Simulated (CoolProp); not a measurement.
Vapour-liquid equilibrium of propane (1) + isopentane (2) at 292.6 K; x and y are mole fractions of (1).

Computed with CoolProp (multi-fluid Helmholtz-energy mixture model, Lemmon 2009 and Lemmon 2006; pair parameters Kunz 2012).

| x | bubble pressure, mixture model (MPa) | bubble pressure, Raoult's law (MPa) | y, mixture model | y, Raoult's law |
|---|---|---|---|---|
| 0.05 | 0.1194 | 0.1126 | 0.389 | 0.366 |
| 0.15 | 0.2007 | 0.1875 | 0.661 | 0.659 |
| 0.25 | 0.2758 | 0.2624 | 0.773 | 0.785 |
| 0.35 | 0.3474 | 0.3374 | 0.836 | 0.855 |
| 0.45 | 0.4176 | 0.4123 | 0.879 | 0.900 |
| 0.55 | 0.4876 | 0.4872 | 0.910 | 0.931 |
| 0.65 | 0.5582 | 0.5622 | 0.935 | 0.953 |
| 0.75 | 0.6303 | 0.6371 | 0.956 | 0.971 |
| 0.85 | 0.7046 | 0.7120 | 0.975 | 0.984 |
| 0.95 | 0.7829 | 0.7869 | 0.992 | 0.995 |

The largest gap from Raoult's law is +7.0 % in bubble pressure, at x = 0.15. No azeotrope shows between x = 0.05 and 0.95.

Pair parameters are fitted to limited data, so mixtures are less certain than the pure fluids. The gap from Raoult's law changes sign with composition, which may be real or a fault of the pair parameters; it wasn't checked against measurements.
